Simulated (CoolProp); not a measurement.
A simple Rankine cycle with R114: condensing at 310.15 K, boiler at 1.87 MPa, turbine inlet 402.3 K, turbine efficiency 0.7, pump efficiency 0.7, no recuperator. Each further row changes one setting.

Computed with CoolProp (reference Helmholtz-energy equation of state, Platzer 1990). This equation is an older, rougher fit; its heat capacities, sound speeds and derivatives of the liquid may be far off and weren't checked against measurements.

```json
[
 {"case": "as stated", "thermal efficiency (%)": "10.1", "net work (kJ/kg)": "17.8", "heat in (kJ/kg)": "176", "turbine exit temperature (K)": "356.5", "volume ratio over the turbine": "7.03"},
 {"case": "turbine inlet 422.3 K", "thermal efficiency (%)": "10.1", "net work (kJ/kg)": "19.6", "heat in (kJ/kg)": "195", "turbine exit temperature (K)": "378.9", "volume ratio over the turbine": "6.65"},
 {"case": "condensing temperature 302.15 K", "thermal efficiency (%)": "11.1", "net work (kJ/kg)": "20.4", "heat in (kJ/kg)": "184", "turbine exit temperature (K)": "352.1", "volume ratio over the turbine": "8.95"},
 {"case": "boiler pressure 1.31 MPa", "thermal efficiency (%)": "8.5", "net work (kJ/kg)": "15.7", "heat in (kJ/kg)": "184", "turbine exit temperature (K)": "369.5", "volume ratio over the turbine": "4.49"},
 {"case": "turbine efficiency 0.6", "thermal efficiency (%)": "8.5", "net work (kJ/kg)": "15.0", "heat in (kJ/kg)": "176", "turbine exit temperature (K)": "360.1", "volume ratio over the turbine": "7.12"}
]
```
